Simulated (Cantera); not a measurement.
Input (Python, Cantera) and output of one run.

```python
import numpy as np
import cantera as ct

gas_names = [...]  # 47 gases of nasa_gas.yaml made of Cl, H, N, O, Si
cond_names = """
    H2O(s) H2O(L) NH4CL(a) NH4CL(b) Si(cr) Si(L) SiO2(Lqz) SiO2(hqz) SiO2(L) Si2N2O(s) Si3N4(a)
""".split()


# ... load() reads the species with a 1 bar reference pressure and builds the phases ...
atoms = {
    'SiH2Cl2': {'Si': 1, 'H': 2, 'CL': 2},
    'NO': {'N': 1, 'O': 1},
    'N2': {'N': 2},
}
top_T = {'Si2N2O(s)': 2100, 'Si3N4(a)': 2400}  # K; cautious upper limits of use, not melting points


# ... equilibrate(T, P, feed) seeds the gas with the atoms and calls Mixture.equilibrate('TP', solver="vcs", rtol=1e-11, max_steps=5000) ...
results = []
feed = {'SiH2Cl2': 1, 'NO': 3.6, 'N2': 9}  # mol
P = 27000  # Pa
for T in [673, 773, 873, 973, 1073, 1173, 1273, 1373, 1473, 1573, 1673, 1773, 1873, 1973]:
    mix = equilibrate(T, P, feed)
    results.append((T, P, feed, dict(zip(mix.species_names, mix.species_moles))))

top = {s: max(r[3][s] / sum(r[3][g] for g in gas_names) for r in results) for s in gas_names}
cols = sorted((s for s in top if top[s] > 1e-05), key=lambda s: -top[s])[:5]
seen = [c for c in cond_names if any(r[3].get(c, 0) > 1e-12 for r in results)]
print("log10 of partial pressures in bar; condensed amounts in mol")
print(f"{'T/K':>10s}" + "".join(f"{s[:9]:>10s}" for s in cols + seen))
for T, P, feed, n in results:
    ng = sum(n[g] for g in gas_names)
    print(f"{T:10.4g}" + "".join(f"{np.log10(max(n[s] / ng * P / 1e5, 1e-99)):10.3f}" for s in cols)
          + "".join(f"{n.get(c, 0):10.4g}" for c in seen))
```

It prints:

```
log10 of partial pressures in bar; condensed amounts in mol
       T/K        N2       HCL        O2       H2O       CL2 SiO2(Lqz) SiO2(hqz)   SiO2(L)
       673    -0.658    -1.870    -2.023    -1.866    -1.866         1         0         0
       773    -0.660    -1.708    -1.960    -1.982    -1.982         1         0         0
       873    -0.662    -1.612    -1.915    -2.102    -2.102         0         1         0
       973    -0.664    -1.553    -1.885    -2.216    -2.217         0         1         0
      1073    -0.665    -1.516    -1.866    -2.321    -2.324         0         1         0
      1173    -0.666    -1.492    -1.853    -2.412    -2.424         0         1         0
      1273    -0.667    -1.476    -1.844    -2.487    -2.524         0         1         0
      1373    -0.667    -1.468    -1.840    -2.538    -2.631         0         1         0
      1473    -0.668    -1.465    -1.840    -2.560    -2.759         0         1         0
      1573    -0.669    -1.469    -1.844    -2.547    -2.916         0         1         0
      1673    -0.670    -1.478    -1.852    -2.504    -3.099         0         1         0
      1773    -0.671    -1.491    -1.863    -2.444    -3.298         0         0         1
      1873    -0.672    -1.509    -1.877    -2.380    -3.500         0         0         1
      1973    -0.673    -1.530    -1.895    -2.318    -3.697         0         0         1
```

Cantera equilibrium calculation (NASA polynomials, part measured and part estimated; ideal gas, pure solids and liquids). The tables hold silica as quartz up to 1696 K and as liquid above; real silica turns to tridymite and cristobalite and melts near 1996 K.
